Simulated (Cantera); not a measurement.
A perfectly stirred reactor is fed with CO : H2 : CH4 : O2 : N2 : H2O = 1 : 0.082 : 0.065 : 0.754 : 2.83 : 0.16 (molar parts), at 78000 Pa; it is adiabatic with a 400 K inlet, and is followed from long to short residence time, starting on the burning branch (τ in s: 0.081, 0.034, 0.015, 0.0061, 0.0026, 0.0011, 0.00046, 0.0002, 8.3e-05).

Cantera simulation using GRI-Mech 3.0 (53 species, 325 reactions); the numbers are that mechanism's predictions, not measurements.

x: mole fraction; the columns are a selection and need not sum to one.

```tsv
τ (s)	T (K)	x CO	x H2	x CH4	x OH	x H	x HO2
0.081	2248	0.0217	0.00144	5.77e-7	0.00452	0.000543	1.41e-6
0.034	2209	…	…	…	…	…	…
0.015	2149	…	…	…	…	…	…
0.0061	2061	0.0424	0.00326	3.97e-6	0.00663	0.00258	3.17e-6
0.0026	1961	0.0517	0.00425	7.68e-6	0.00712	0.00450	5.09e-6
0.0011	1844	0.0612	0.00531	1.59e-5	0.00719	0.00755	7.99e-6
0.00046	1706	0.0721	0.00621	3.78e-5	0.00660	0.0117	1.22e-5
0.00020	1533	0.0913	0.00639	0.000117	0.00503	0.0144	1.97e-5
8.3e-5	400	0.204	0.0168	0.0133	<1e-12	<1e-12	<1e-12
```

Question: Fill in the missing entries.

Answer: 
- 0.034, x CO: 0.0265
- 0.034, x H2: 0.00182
- 0.034, x CH4: 1.14e-6
- 0.034, x OH: 0.00512
- 0.034, x H: 0.000831
- 0.034, x HO2: 1.58e-6
- 0.015, x CO: 0.0333
- 0.015, x H2: 0.00239
- 0.015, x CH4: 2.06e-6
- 0.015, x OH: 0.00585
- 0.015, x H: 0.00140
- 0.015, x HO2: 2.04e-6
